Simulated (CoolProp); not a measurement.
R404A along the isotherm 230.4 K: fugacity coefficient from the reference equation and from simpler models built on Tc = 345.3 K, pc = 3735 kPa, ω = 0.293; each cubic takes its own stable root.

Model: reference Helmholtz-energy equation of state, Lemmon 2003, in CoolProp. It is a pseudo-pure fit of the blend.

| p (kPa) | phase | reference |
|---|---|---|
| 2870 | liquid | 0.04343 |
| 5750 | liquid | 0.02425 |
| 8620 | liquid | 0.01808 |
| 11500 | liquid | 0.01514 |
| 14400 | liquid | 0.01351 |
| 17200 | liquid | 0.01259 |
| 20100 | liquid | 0.01202 |
| 23000 | liquid | 0.01172 |
| 25900 | liquid | 0.01161 |
| 28700 | liquid | 0.01163 |
| 31600 | liquid | 0.01177 |
| 34500 | liquid | 0.01201 |
| 37300 | liquid | 0.01232 |

Question: How far does each simpler model (van der Waals, Redlich-Kwong, Soave-Redlich-Kwong, Peng-Robinson) lie from the reference over these 13 states: mean and median of the absolute difference, and the worst?

Answer: 
- van der Waals: mean 666.1 %, median 646.9 %, worst +1009.6 % at 230.4 K and 37300 kPa
- Redlich-Kwong: mean 105.0 %, median 105.2 %, worst +125.6 % at 230.4 K and 37300 kPa
- Soave-Redlich-Kwong: mean 9.5 %, median 9.5 %, worst +18.7 % at 230.4 K and 37300 kPa
- Peng-Robinson: mean 0.5 %, median 0.5 %, worst -0.9 % at 230.4 K and 2870 kPa
